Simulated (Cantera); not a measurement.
Feed: 1 mol Fe₂O₃, 0.036 mol Cl₂, 0.65 mol N₂, at 1100 Pa.

Method: chemical equilibrium by Gibbs-energy minimisation in Cantera with the NASA 1993 tables (ideal gas, pure condensed phases). Candidate condensed phases: Fe, FeCl₂, FeCl₃, FeO, Fe₂O₃, Fe₃O₄; 19 gas species. Mutual solubility and eutectic melting of coexisting phases are not modelled. Condensed phases not in the tables: FeOCl. The numbers say what is thermodynamically allowed, not how fast it happens.

log p: log10 of the partial pressure in bar; n: condensed amount in mol.

```csv
T (K),log p N₂,log p O₂,log p Cl₂,log p FeCl₂,log p Cl,n Fe₂O₃(s),n Fe₃O₄(s)
700,-1.98,-6.16,-3.24,-9.35,-7.80,1.000,0
775,-1.98,-5.54,-3.24,-7.92,-6.91,1.000,0
850,-1.98,-5.03,-3.25,-6.75,-6.18,1.000,0
925,-1.98,-4.62,-3.28,-5.80,-5.58,0.999,0
1000,-1.98,-4.28,-3.33,-5.01,-5.07,0.998,0
1075,-1.98,-4.00,-3.41,-4.38,-4.66,0.996,0
1150,-1.99,-3.77,-3.57,-3.91,-4.35,0.993,0
1225,-1.99,___,___,___,___,0.989,0
1300,-2.00,-3.50,-4.19,-3.42,-4.00,0.986,0
1375,-2.00,-3.46,-4.63,-3.35,-3.95,0.985,0
1450,-2.05,-2.84,-4.73,-3.42,-3.75,0.474,0.341
1525,-2.09,-2.64,___,-3.48,-3.67,0,0.658
1600,-2.09,-2.64,-5.36,-3.48,-3.64,0,0.658
1675,-2.09,-2.64,-5.67,-3.49,-3.61,0,0.658
```

Question: What belongs in the gaps?

Answer: 
- 1525, log p Cl₂: -5.02
- 1225, log p O₂: -3.60
- 1225, log p Cl₂: -3.82
- 1225, log p FeCl₂: -3.59
- 1225, log p Cl: -4.12
